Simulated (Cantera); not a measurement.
An isothermal, constant-pressure homogeneous reactor starts with H₂ : O₂ : N₂ = 0.37 : 1 : 0.54 (molar parts), equivalence ratio 0.18, at 1375 K and 3.23 Torr.

Detailed kinetics in Cantera: GRI-Mech 3.0 (53 species, 325 reactions). Radical loss at walls, strong at low pressure, is not modelled. The temperature is held fixed by assumption; the heat of reaction is taken as removed at once.

x: mole fraction; the columns are a selection and need not sum to one.

```csv
t (s),x H₂,x O₂,x NO₂,x NO,x H,x OH,x O
1.00e-6,0.194,0.524,<1e-12,<1e-12,5.36e-10,2.16e-12,2.16e-12
4.84e-6,0.194,0.524,<1e-12,<1e-12,2.55e-9,4.87e-11,4.93e-11
2.34e-5,0.194,0.524,<1e-12,<1e-12,1.17e-8,9.95e-10,1.05e-9
0.000113,0.194,0.524,<1e-12,<1e-12,5.81e-8,1.58e-8,1.90e-8
0.000547,0.194,0.524,<1e-12,<1e-12,1.51e-6,6.03e-7,7.95e-7
0.00265,0.0328,0.429,<1e-12,…,0.0664,0.0176,0.0522
0.0128,0.0119,0.412,1.13e-12,…,0.0644,0.0141,0.0705
0.0619,0.0106,0.421,6.24e-12,…,0.0508,0.0135,0.0596
0.299,0.00531,0.449,2.88e-11,…,0.0152,0.00984,0.0260
1.45,0.000422,0.470,2.26e-10,5.46e-6,0.000313,0.00284,0.00194
7.00,2.21e-5,0.472,8.38e-10,5.48e-6,3.71e-6,0.000650,0.000101
```

### Question
Some entries are withheld; supply them.

### Answer

- 0.00265, x NO: 8.25e-9
- 0.0128, x NO: 4.04e-7
- 0.0619, x NO: 1.96e-6
- 0.299, x NO: 4.82e-6
